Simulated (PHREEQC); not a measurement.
Solution (25 °C): 0.00012 mol CO2 per kg of water. Closed to the air; pH follows from the charge balance.

Model: ion-association model, wateq4f.dat, run in PHREEQC.

No solid was allowed to form.

Problem. Estimate the pH, ionic strength.

Solution. pH 5.15; ionic strength 7.11e-6 mol/kgw.

Problem. In which forms is C present?

Solution. CO2 94 %, HCO3- 5.9 % of the C.
